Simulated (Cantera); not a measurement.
Feed: 1 mol SiF4, 5.9 mol NO, 3.7 mol H2, held at 0.0140 bar.

These are equilibrium values from Cantera (NASA tables, ideal gas, pure condensed phases), not measurements of a reactor. Candidate condensed phases: H2O, Si, SiO2, Si2N2O, Si3N4; 58 gas species. The tables hold silica as quartz up to 1696 K and as liquid above; real silica turns to tridymite and cristobalite and melts near 1996 K. Rates play no part.

### Question
What share of the Si ends up in condensed phases as a function of T (°C), at 627, 777, 927, 1077, 1227, 1377, 1527, 1677, 1827?

### Answer
```tsv
T (°C)	Si condensed (%)	as
627	69.1	SiO2(β-quartz)
777	86.6	SiO2(β-quartz)
927	95.1	SiO2(β-quartz)
1077	98.2	SiO2(β-quartz)
1227	99.3	SiO2(β-quartz)
1377	99.7	SiO2(β-quartz)
1527	99.8	SiO2(condensed)
1677	99.9	SiO2(condensed)
1827	99.5	SiO2(l)
```
